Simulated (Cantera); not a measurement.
**Zr + O2 + N2 (tantalum, niobium, vanadium and zirconium in process gases)**

Input: 1 mol Zr, 0.085 mol O2, 69 mol N2, held at 75.0 Torr.

Method: chemical equilibrium by Gibbs-energy minimisation in Cantera with the NASA 1993 tables (ideal gas, pure condensed phases). Candidate condensed phases: Zr, ZrN, ZrO2; 13 gas species. Mutual solubility and eutectic melting of coexisting phases are not modelled. ZrN: taken at fixed stoichiometry. Condensed phases not in the tables: solid solutions among these carbides, nitrides and lower oxides. The numbers say what is thermodynamically allowed, not how fast it happens.

From 1425 K to 1475 K the condensed part is ZrN(s) + ZrO2(monoclinic). From 1525 K to 1825 K the condensed part is ZrN(s) + ZrO2(tetragonal).

| T (K) | log p N2 | n ZrN(s) | n ZrO2(monoclinic) | n ZrO2(tetragonal) |
|---|---|---|---|---|
| 1425 | -1.00 | 0.915 | 0.0850 | 0 |
| 1475 | -1.00 | 0.915 | 0.0850 | 0 |
| 1525 | -1.00 | 0.915 | 0 | 0.0850 |
| 1575 | -1.00 | 0.915 | 0 | 0.0850 |
| 1625 | -1.00 | 0.915 | 0 | 0.0850 |
| 1675 | -1.00 | 0.915 | 0 | 0.0850 |
| 1725 | -1.00 | 0.915 | 0 | 0.0850 |
| 1775 | -1.00 | 0.915 | 0 | 0.0850 |
| 1825 | -1.00 | 0.915 | 0 | 0.0850 |
log p: log10 of the partial pressure in bar; n: condensed amount in mol.
